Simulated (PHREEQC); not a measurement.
0.23 g of hydrous ferric oxide (600 m²/g; 0.2 weak and 0.005 strong sites per Fe, Dzombak-Morel constants, diffuse double layer) in 1 kg of water with 0.1 mol/kgw of an inert sodium salt and 4.6e-05 mol ZnSO4, at 25 °C; the pH is set by adding NaOH or the inert anion's acid. Oxygen is held at 0.21 atm. CO2 from the air is kept out. Nothing may precipitate in this run.

The series has 13 steps of pH, from 3 to 11.

Equilibrium calculation in PHREEQC: ion-association model, wateq4f.dat.

Near which pH is half of the S sorbed, and on which side is more sorbed?

Near pH 5.9, with more sorbed at lower pH.

Near which pH is half of the Zn sorbed, and on which side is more sorbed?

Near pH 6.6, with more sorbed at higher pH.

The oxide is taken as insoluble; below pH 4 it would dissolve.
